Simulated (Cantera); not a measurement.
Input: 1 mol Ti, 0.24 mol C3H8, held at 540 Pa.

Equilibrium computed with Cantera from the NASA thermochemical tables; the gas is ideal and each condensed phase is pure. Candidate condensed phases: C, C6H6, C7H8, C8H18, Ti, TiC; 77 gas species. Mutual solubility and eutectic melting of coexisting phases are not modelled. TiC: taken at fixed stoichiometry. Condensed phases not in the tables: N, O or C dissolved in the metal. Equilibrium is a limit: real reactors are often held back by kinetics, nucleation or transport.

Over these rows the condensed part is Ti(l) + TiC(s). Partial pressures as log10 of bar:

| T (K) | 1000/T (1/K) | log p Ti | log p H2 | log p H |
|---|---|---|---|---|
| 1973 | 0.5068 | -5.16 | -2.28 | -4.01 |
| 2023 | 0.4943 | ? | -2.28 | -3.86 |
| 2073 | 0.4824 | -4.60 | -2.29 | -3.72 |
| 2123 | 0.4710 | -4.34 | -2.29 | -3.59 |
| 2173 | 0.4602 | -4.10 | -2.30 | -3.47 |
| 2223 | 0.4498 | -3.86 | -2.32 | -3.35 |

### Question
Fit log p(Ti) = a + b·(1000/T) to the five rows, give the apparent enthalpy, and predict the row at 2023 K.

### Answer
Means: 1000/T = 0.4740, log p = -4.412. Sxy = -0.043994, Sxx = 0.0019315, so b = -22.78 and a = -4.412 − (-22.78)×0.4740 = 6.39.
Apparent enthalpy: −19.145 × (-22.78) = 436 kJ/mol. The condensed phases alone fix this pressure, through Ti(l) = Ti(g), so the slope is that reaction's ΔH° and the other gases don't enter. The five rows lie within 0.01 of the line.
Prediction at 2023 K: 6.39 + (-22.78)×0.4943 = -4.87. The computed value is -4.87, 0.00 from the line.
